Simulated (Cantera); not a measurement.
Cantera run:

```python
import numpy as np
import cantera as ct

gas_names = """
    H HO2 H2 H2O H2O2 O OH O2 O3 Ti TiO TiO2
""".split()
cond_names = """
    H2O(s) H2O(L) Ti(a) Ti(b) Ti(L) TiO(a) TiO(b) TiO(L) TiO2(ru) TiO2(L) Ti2O3(a) Ti2O3(b) Ti2O3(L)
    Ti3O5(a) Ti3O5(b) Ti3O5(L) Ti4O7(s) Ti4O7(L)
""".split()


# ... load() reads the species with a 1 bar reference pressure and builds the phases ...
atoms = {
    'TiO2': {'Ti': 1, 'O': 2},
    'H2': {'H': 2},
}
top_T = {}  # K; cautious upper limits of use, not melting points


# ... equilibrate(T, P, feed) seeds the gas with the atoms and calls Mixture.equilibrate('TP', solver="vcs", rtol=1e-11, max_steps=5000) ...
results = []
feed = {'TiO2': 1, 'H2': 370}  # mol
P = 150000  # Pa
for T in [1873, 1898, 1923, 1948, 1973, 1998, 2023, 2048, 2073, 2098, 2123, 2148, 2173]:
    mix = equilibrate(T, P, feed)
    results.append((T, P, feed, dict(zip(mix.species_names, mix.species_moles))))

top = {s: max(r[3][s] / sum(r[3][g] for g in gas_names) for r in results) for s in gas_names}
cols = sorted((s for s in top if top[s] > 0.0001), key=lambda s: -top[s])[:5]
seen = [c for c in cond_names if any(r[3].get(c, 0) > 1e-12 for r in results)]
print("log10 of partial pressures in bar; condensed amounts in mol")
print(f"{'T/K':>10s}" + "".join(f"{s[:9]:>10s}" for s in cols + seen))
for T, P, feed, n in results:
    ng = sum(n[g] for g in gas_names)
    print(f"{T:10.4g}" + "".join(f"{np.log10(max(n[s] / ng * P / 1e5, 1e-99)):10.3f}" for s in cols)
          + "".join(f"{n.get(c, 0):10.4g}" for c in seen))
```

It prints:

```
log10 of partial pressures in bar; condensed amounts in mol
       T/K        H2         H       H2O  Ti2O3(b)  Ti2O3(L)
      1873     0.175    -3.103    -2.693       0.5         0
      1898     0.175    -3.019    -2.693       0.5         0
      1923     0.175    -2.938    -2.693       0.5         0
      1948     0.175    -2.859    -2.693       0.5         0
      1973     0.175    -2.782    -2.693       0.5         0
      1998     0.175    -2.707    -2.693       0.5         0
      2023     0.175    -2.634    -2.693    0.4999         0
      2048     0.175    -2.563    -2.694    0.4999         0
      2073     0.175    -2.493    -2.694    0.4998         0
      2098     0.174    -2.425    -2.694    0.4997         0
      2123     0.174    -2.358    -2.694         0    0.4996
      2148     0.174    -2.293    -2.694         0    0.4994
      2173     0.174    -2.230    -2.693         0    0.4991
```

These are equilibrium values from Cantera (NASA tables, ideal gas, pure condensed phases), not measurements of a reactor.
